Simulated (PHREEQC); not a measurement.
Acid rinse or clean: an equilibrium model

Make-up at 25 °C and 100 atm: 0.19 mol/kgw HBr. Closed to the air; pH follows from the charge balance.

Computed with PHREEQC (Pitzer model, pitzer.dat).

Precipitation was switched off in this run.

### Question
Predict the pH.

### Answer
pH 0.80.

Under pressure, the constants of complexes without a molar volume in the database are unreliable.
